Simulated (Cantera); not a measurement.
Input: 1 mol V, 3.2 mol NH₃, 11 mol H₂, at 10.0 mbar.

Equilibrium computed with Cantera from the NASA thermochemical tables; the gas is ideal and each condensed phase is pure. Candidate condensed phases: V, VN; 11 gas species. VN: taken at fixed stoichiometry. Condensed phases not in the tables: V₂N, N, O or C dissolved in the metal. Kinetics and transport are ignored.

log p: log10 of the partial pressure in bar; n: condensed amount in mol.

```csv
T (K),log p H₂,log p H,log p N₂,log p V,log p N,n VN(s),n V(s),n V(l)
1725,-2.03,-4.75,-3.19,-8.37,?,1.000,0,0
1875,-2.03,-4.20,-3.19,-6.64,?,1.000,0,0
2025,-2.05,-3.74,-3.04,-5.48,?,0,0.994,0
2175,-2.06,-3.34,-3.05,-4.58,?,0,0.953,0
2325,-2.10,-3.01,-3.06,-3.84,?,0,0,0.733
2475,-2.16,-2.73,-3.10,-3.31,?,0,0,0
2625,-2.25,-2.50,-3.14,-3.34,?,0,0,0
2775,-2.39,-2.32,-3.18,-3.38,?,0,0,0
```

Q: What belongs in the gaps?

A: 
- 1725, log p N: -12.63
- 1875, log p N: -11.47
- 2025, log p N: -10.41
- 2175, log p N: -9.56
- 2325, log p N: -8.82
- 2475, log p N: -8.19
- 2625, log p N: -7.62
- 2775, log p N: -7.13
